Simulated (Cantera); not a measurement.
A Cantera script and its output.

```python
import numpy as np
import cantera as ct

gas = ct.Solution("gri30.yaml")
gas.TPX = 1650, 150000, {'C3H8': 1, 'O2': 6.85, 'N2': 25.8}
reactor = ct.IdealGasConstPressureReactor(gas, energy="on", clone=False)
net = ct.ReactorNet([reactor])
net.rtol, net.atol = 1e-08, 1e-16
show = ['C3H8', 'O2', 'HO2', 'CO2', 'N2O', 'CH3']
times = np.geomspace(3e-06, 0.1, 11)

steps = ct.SolutionArray(gas, extra=["t"])
rows = []
print(f"{'t/s':>10s}{'T/K':>9s}{'P/Pa':>11s}" + "".join(f"{s:>11s}" for s in show))
for t in times:
    while net.time < t:
        t_next = net.step()
        steps.append(gas.state, t=t_next)
    rows.append([np.interp(t, steps.t, y) for y in (steps.T, steps.P, *steps(*show).X.T)])
    print(f"{t:10.3e}{rows[-1][0]:9.1f}{rows[-1][1]:11.4g}" + "".join(f"{x:11.3e}" for x in rows[-1][2:]))
rate = np.gradient(steps.T, steps.t)
print("integrator steps:", len(steps.t))
if steps.T.max() > steps.T[0] + 200:
    print(f"time of steepest temperature rise: {steps.t[rate.argmax()]:.4e} s")
gas.TPX = 1650, 150000, {'C3H8': 1, 'O2': 6.85, 'N2': 25.8}
gas.equilibrate("HP")
print(f"equilibrium (HP): T = {gas.T:.1f} K  " + "  ".join(f"{s} {gas[s].X[0]:.3e}" for s in show))
```

It prints:

```
       t/s      T/K       P/Pa       C3H8         O2        HO2        CO2        N2O        CH3
 3.000e-06   1634.6    1.5e+05  2.653e-02  2.020e-01  2.039e-04  1.230e-05  8.912e-10  2.323e-03
 8.500e-06   1638.2    1.5e+05  1.742e-02  1.949e-01  3.118e-04  1.891e-04  3.989e-09  3.971e-03
 2.408e-05   2310.6    1.5e+05  1.340e-28  7.156e-02  1.007e-05  2.649e-02  3.106e-07  1.427e-09
 6.823e-05   2530.0    1.5e+05  3.621e-46  6.182e-02  7.504e-06  4.886e-02  4.135e-07  1.400e-15
 1.933e-04   2709.9    1.5e+05  2.069e-46  5.898e-02  9.528e-06  5.782e-02  7.784e-07  1.290e-15
 5.477e-04   2739.8    1.5e+05  2.310e-46  5.701e-02  1.026e-05  5.997e-02  9.027e-07  1.333e-15
 1.552e-03   2733.3    1.5e+05  2.393e-46  5.435e-02  9.785e-06  6.013e-02  9.502e-07  1.320e-15
 4.397e-03   2727.7    1.5e+05  2.467e-46  5.212e-02  9.384e-06  6.026e-02  1.018e-06  1.309e-15
 1.246e-02   2727.0    1.5e+05  2.477e-46  5.184e-02  9.332e-06  6.027e-02  1.029e-06  1.308e-15
 3.529e-02   2727.0    1.5e+05  2.477e-46  5.183e-02  9.332e-06  6.027e-02  1.029e-06  1.308e-15
 1.000e-01   2727.0    1.5e+05  2.477e-46  5.183e-02  9.332e-06  6.027e-02  1.029e-06  1.308e-15
integrator steps: 1672
time of steepest temperature rise: 1.9225e-05 s
equilibrium (HP): T = 2727.0 K  C3H8 5.067e-46  O2 5.183e-02  HO2 9.332e-06  CO2 6.027e-02  N2O 1.029e-06  CH3 1.833e-15
```

Computed with Cantera and GRI-Mech 3.0 (53 species, 325 reactions). GRI-Mech 3.0 was tuned for natural gas; its chemistry of propane as a main component is partial and can be far from experiment.
